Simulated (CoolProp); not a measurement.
Vapour-liquid equilibrium of ethane (1) + hydrogen sulfide (2) at 0.382 MPa; x and y are mole fractions of (1).

Values from CoolProp's multi-fluid Helmholtz-energy mixture model, Bücker 2006 and Lemmon 2006; pair parameters Kunz 2012.

```
x      bubble temperature (K)  y at the bubble point  dew temperature at overall composition x (K)  liquid density (mol/L)
-----  ----------------------  ---------------------  --------------------------------------------  ----------------------
0.05                    231.9                  0.377                                         241.9                   25.88
0.125                   222.8                  0.597                                         239.9                   25.04
0.2                     218.8                  0.677                                         237.7                   24.06
0.275                   217.0                  0.711                                         235.3                   23.08
0.35                    216.1                  0.730                                         232.8                   22.16
0.425                   215.5                  0.742                                         230.1                   21.31
0.5                     215.0                  0.754                                         227.1                   20.53
0.575                   214.6                  0.767                                         223.8                   19.83
0.65                    214.2                  0.785                                         220.2                   19.19
0.725                   213.8                  0.808                                         216.3                   18.60
0.8                     213.4                  0.841                                         213.9                   18.07
0.875                   213.2                  0.885                                         213.2                   17.58
0.95                    213.2                  0.946                                         213.2                   17.12
```

y crosses x between x = 0.875 and 0.95: the model has an azeotrope there.

Pair parameters are fitted to limited data, so mixtures are less certain than the pure fluids. With so large a gap from Raoult's law the liquid may split in two, which this calculation doesn't test in full.
